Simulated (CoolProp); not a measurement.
A closed Brayton cycle with nitrogen: compressor inlet 314.15 K and 1.3 MPa, high pressure 3.13 MPa, turbine inlet 960 K, compressor efficiency 0.8, turbine efficiency 0.85, recuperator effectiveness 0.95 (on enthalpy, no pinch check). Each further row changes one setting.

Computed with CoolProp (reference Helmholtz-energy equation of state, Span 2000).

```
case                           thermal efficiency (%)  net work (kJ/kg)  compressor to turbine work  compressor exit (K)  turbine exit (K)
-----------------------------  ----------------------  ----------------  --------------------------  -------------------  ----------------
as stated                                        35.1              74.8                        0.61                426.3             793.1
turbine inlet 910 K                              32.2              64.7                        0.64                426.3        (withheld)
compressor inlet 324.15 K                        33.5              71.0                        0.63           (withheld)             793.1
high pressure 2.66 MPa                     (withheld)        (withheld)                  (withheld)                403.4             821.6
recuperator effectiveness 0.5              (withheld)              74.8                        0.61                426.3             793.1
```

### Question
Complete the blanks.

### Answer

- turbine inlet 910 K, turbine exit (K): 750.4
- compressor inlet 324.15 K, compressor exit (K): 439.8
- high pressure 2.66 MPa, thermal efficiency (%): 36.2
- high pressure 2.66 MPa, net work (kJ/kg): 66.5
- high pressure 2.66 MPa, compressor to turbine work: 0.58
- recuperator effectiveness 0.5, thermal efficiency (%): 19.1
